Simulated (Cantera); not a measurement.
A closed system holds: 1 mol Si3N4, 3.6 mol CO2, 8.2 mol N2, equilibrated at 0.120 Pa.

Equilibrium computed with Cantera from the NASA thermochemical tables; the gas is ideal and each condensed phase is pure. Candidate condensed phases: C, Si, SiC, SiO2, Si2N2O, Si3N4; 34 gas species. The tables hold silica as quartz up to 1696 K and as liquid above; real silica turns to tridymite and cristobalite and melts near 1996 K. Kinetics and transport are ignored.

Which condensed phases are stable at each of these points (T (K)): 1323, 1423, 1523, 1623, 1723, 1823, 1923?


| T (K) | condensed phases | Si condensed (%) |
|---|---|---|
| 1323 | SiO2(β-quartz) | 20.0 |
| 1423 | SiO2(β-quartz) | 20.0 |
| 1523 | SiO2(β-quartz) | 19.2 |
| 1623 | SiO2(β-quartz) | 11.5 |
| 1723 | gas only | 0.0 |
| 1823 | gas only | 0.0 |
| 1923 | gas only | 0.0 |

From 1323 K to 1623 K the condensed part is SiO2(β-quartz). From 1723 K to 1923 K nothing is condensed.
